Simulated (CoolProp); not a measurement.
The fluid at 293.15 K and 0.569 MPa is compressed adiabatically to 1.52 MPa with isentropic efficiency 0.8. The same conditions are run with several fluids, on thermodynamics alone (safety and materials aside).

Model: reference Helmholtz-energy equation of state of each fluid (carbonyl sulfide: Lemmon 2006; carbon dioxide: Span 1996; R407C: Lemmon 2003; R404A: Lemmon 2003; ethane: Bücker 2006), in CoolProp. Blends and air are pseudo-pure fits.

| fluid | work (kJ/kg) | final temperature (K) | final density (kg/m³) |
|---|---|---|---|
| carbonyl sulfide | (withheld) | 371.7 | 32.5 |
| carbon dioxide | 73.5 | 379.9 | 21.9 |
| R407C | 32.0 | 341.3 | (withheld) |
| R404A | 27.7 | (withheld) | 65.5 |
| ethane | 102 | (withheld) | 16.7 |

Problem. Fill in the missing entries.

Solution. 
- carbonyl sulfide, work (kJ/kg): 50.6
- R407C, final density (kg/m³): 55.2
- R404A, final temperature (K): 335.0
- ethane, final temperature (K): 353.8
